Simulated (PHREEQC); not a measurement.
# Hard or scaling water

Solution (25 °C): 0.2 mol CaCl2, 0.038 mol NaHS and 0.00065 mol KCl per kg of water. Closed to the air; pH follows from the charge balance.

Computed with PHREEQC (ion-association model, phreeqc.dat).

This is a speciation only: nothing precipitates in the calculation.

### Question
Estimate the pH, density.

### Answer
pH 9.31; density 1.016 g/cm³.

Complexes and solids missing from the database can't appear.
